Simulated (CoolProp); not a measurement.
Saturated liquid density (kg/m³) of carbon monoxide: the reference equation beside estimates from Tc = -140.3 °C, pc = 34.98 bar, ω = 0.050. Rackett uses Z = 0.29056 − 0.08775 ω.

The numbers come from the reference Helmholtz-energy equation of state, Lemmon 2006 in CoolProp. It is a short technical equation, of lower accuracy than the large ones.

```
T (°C)   reference  Rackett  van der Waals  Redlich-Kwong  Soave-Redlich-Kwong  Peng-Robinson
-------  ---------  -------  -------------  -------------  -------------------  -------------
-193.85      803.3    813.5          547.9          806.9                801.9          905.5
-190.25      787.7    798.2          537.7          789.1                785.1          887.2
-186.75      772.0    782.9          527.3          771.0                767.9          868.3
-183.15      755.4    766.5          516.1          751.3                749.1          847.7
-179.65      738.6    750.0          504.6          731.1                729.7          826.3
-176.05      720.5    732.3          492.3          709.0                708.6          802.7
-172.55      702.2    714.3          479.6          686.3                686.6          778.2
-168.95      682.3    694.7          465.7          661.3                662.4          750.9
-165.45      661.7    674.5          451.2          635.3                637.0          722.1
-161.85      639.0    652.3          435.2          606.4                608.7          689.8
-158.35      615.1    628.8          418.2          575.8                578.6          655.1
-154.75      587.8    602.0          398.8          541.1                544.2          615.2
-151.25      557.7    572.3          377.5          503.1                506.3          571.0
-147.65      520.9    535.8          351.6          457.5                460.5          517.1
-144.15      473.9    488.6          319.3          401.7                404.1          450.6
```

Absolute difference from the reference over all 15 rows, mean and median: Rackett 2.0 and 1.8 %, van der Waals 31.9 and 31.8 %, Redlich-Kwong 4.7 and 3.1 %, Soave-Redlich-Kwong 4.5 and 2.9 %, Peng-Robinson 8.7 and 10.1 %.
